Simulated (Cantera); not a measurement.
A closed system holds: 1 mol MgO, 51 mol HCl, 0.075 mol O₂, held at 1200 °C and 1.10 Pa.

Equilibrium computed with Cantera from the NASA thermochemical tables; the gas is ideal and each condensed phase is pure. Candidate condensed phases: H₂O, Mg, MgCl₂, MgO, Mg(OH)₂; 22 gas species. Kinetics and transport are ignored.

Base state: HCl 0.920, Cl 0.0276, H₂O 0.0222, MgCl₂ 0.0193, H₂ 0.0107, H 0.000395, OH 2.14e-5 (mole fractions); condensed: gas only.

Task: What changes in the equilibrium state with this change: MgO replaced by Al₂O₃?

Result: 
```csv
species,before,after
HCl,0.920,0.957
Cl,0.0276,0.0282
H₂,0.0107,0.0110
MgCl₂,0.0193,0
H₂O,0.0222,0.00295
AlCl₃,0,3.27e-5
OH,2.14e-5,2.79e-6
H,0.000395,0.000401
"Al₂O₃(s), mol",0,0.999
```
Further candidate phases: Al, AlCl₃, Al₂O₃.
